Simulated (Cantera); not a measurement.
A closed system holds: 1 mol Ti, 0.54 mol O₂, 62 mol H₂, held at 1698.15 K and 1000 Pa.

Equilibrium computed with Cantera from the NASA thermochemical tables; the gas is ideal and each condensed phase is pure. Candidate condensed phases: H₂O, Ti, TiO, TiO₂, Ti₂O₃, Ti₃O₅, Ti₄O₇; 12 gas species. Mutual solubility and eutectic melting of coexisting phases are not modelled. TiO: taken at fixed stoichiometry. Kinetics and transport are ignored.

Base state: H₂ 0.999, H 0.00145, H₂O 4.31e-5 (mole fractions); condensed: TiO(s) + Ti₂O₃(s).

Q: What changes in the equilibrium state with this change: temperature from 1698.15 K to 1025 K?

A: 
```json
[
 {"species": "H₂", "before": "0.999", "after": "1.00"},
 {"species": "H", "before": "0.00145", "after": "4.36e-8"},
 {"species": "H₂O", "before": "4.31e-5", "after": "1.13e-8"},
 {"species": "TiO(s), mol", "before": "0.845", "after": "0.840"},
 {"species": "Ti₂O₃(s), mol", "before": "0.0773", "after": "0.0800"}
]
```

Q: What changes in the equilibrium state with this change: temperature from 1698.15 K to 1348 K?

A: 
| species | before | after |
|---|---|---|
| H₂ | 0.999 | 1.000 |
| H | 0.00145 | 2.31e-5 |
| H₂O | 4.31e-5 | 1.56e-6 |
| TiO(s), mol | 0.845 | 0.840 |
| Ti₂O₃(s), mol | 0.0773 | 0.0799 |
